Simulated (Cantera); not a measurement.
A freely propagating, adiabatic, planar premixed flame of CH4 : O2 : N2 = 1 : 2.04 : 7.67 (molar parts), unburnt at 600 K and 100.0 Torr; mixture-averaged transport, grid criteria slope 0.08 and curve 0.16, no radiation.

Detailed kinetics in Cantera: GRI-Mech 3.0 (53 species, 325 reactions). Burning velocities carry a grid error of a few per cent, more on coarse grids.

### Question
What does this change do: inlet temperature 600 to 400 K?

### Answer
```tsv
quantity	before	after
laminar burning velocity	185 cm/s	94.0 cm/s
thermal thickness	1.96 mm	2.22 mm
peak x(CH2CO)	9.55e-5	6.90e-5
peak x(C2H4)	0.000469	0.000367
```

### Question
What does this change do: N2 7.67 to 6.1 parts?

### Answer
```csv
quantity,before,after
laminar burning velocity,185 cm/s,233 cm/s
thermal thickness,1.96 mm,1.62 mm
peak x(CH2CO),9.55e-5,0.000130
peak x(C2H4),0.000469,0.000582
```
